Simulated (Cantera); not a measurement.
# Gas activation for diamond growth

A perfectly stirred reactor is fed with 2.63 % CH4, 97.4 % H2, at 1330 Pa; it is held at 2023 K, and followed from long to short residence time.

Detailed kinetics in Cantera: GRI-Mech 3.0 (53 species, 325 reactions). GRI-Mech 3.0 stops at C3 and has no aromatics, soot or wall deposition, so with more carbon than oxygen in the feed, carbon stays in small species such as C2H2 where larger ones or solid carbon would form. Radical loss at walls, strong at low pressure, is not modelled.

```csv
τ (s),x CH4,x H2,x C2H6,x C2H4,x CH3,x CH2,x C2H
23,0.000221,0.972,6.13e-10,1.05e-6,6.85e-5,1.41e-6,4.01e-6
3.3,0.000731,0.974,5.81e-9,1.54e-6,0.000192,3.28e-6,3.32e-6
0.46,0.00284,0.976,6.55e-8,5.51e-6,0.000549,6.55e-6,2.21e-6
0.066,0.00968,0.975,5.18e-7,3.04e-5,0.00130,9.84e-6,1.02e-6
0.0093,0.0217,0.972,1.21e-6,6.75e-5,0.00159,6.41e-6,1.03e-7
0.0013,0.0259,0.973,1.07e-7,5.40e-6,0.000361,3.16e-7,7.67e-11
0.00019,0.0262,0.974,2.28e-9,3.33e-8,5.55e-5,7.06e-9,<1e-12
```
x: mole fraction; the columns are a selection and need not sum to one.
